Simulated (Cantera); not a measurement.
Feed: 1 mol AlCl3, 0.3 mol NH3, 560 mol H2, equilibrated at 800 K and 1.00 bar.

Method: chemical equilibrium by Gibbs-energy minimisation in Cantera with the NASA 1993 tables (ideal gas, pure condensed phases). Rates play no part.

| species | before | after |
|---|---|---|
| H2 | 0.997 | 0.855 |
| N2 | <1e-9 | 0.141 |
| HCl | 0.00160 | 0.00231 |
| AlCl3 | 0.00124 | 2.83e-7 |
| NH3 | 6.83e-8 | 0.000890 |
| AlN(s), mol | 0.300 | 1.000 |
Gas species are given as mole fractions.

What was changed between the two runs?
A. H2 from 560 to 5.1 mol
B. NH3 from 0.3 to 370 mol
C. temperature from 800 K to 1850 K
D. temperature from 800 K to 1923 K

B, NH3 from 0.3 to 370 mol
